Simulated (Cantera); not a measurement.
Feed: 1 mol B2H6, 1.5 mol H2O, 0.38 mol N2, held at 0.0320 bar.

Method: chemical equilibrium by Gibbs-energy minimisation in Cantera with the NASA 1993 tables (ideal gas, pure condensed phases). Candidate condensed phases: B, BN, B2O3, B3O3H3, H2O; 39 gas species. The feed counts by its element totals alone. Mutual solubility and eutectic melting of coexisting phases are not modelled. The tables' values for BH2 are old estimates; treat these amounts as uncertain. The numbers say what is thermodynamically allowed, not how fast it happens. All values below are at 1623 K.

Base state: H2 0.899, HBO 0.0646, B2O2 0.0255, B2O3 0.00687, HBO2 0.00209, B3O3H3 0.00102, BO 0.000580, H 0.000366 (mole fractions); condensed: B(s) + BN(s) + B2O3(l).

**Question.** What changes in the equilibrium state with this change: N2 from 0.38 to 1 mol?

**Answer.** 
```csv
species,before,after
H2,0.899,0.870
N2,3.53e-6,0.0981
HBO,0.0646,0.0116
B2O2,0.0255,0.000841
HBO2,0.00209,0.0113
B3O3H3,0.00102,5.85e-6
BH2,2.88e-5,1.67e-7
"B(s), mol",0.0518,0
"BN(s), mol",0.760,1.000
"B2O3(l), mol",0.269,0.402
```
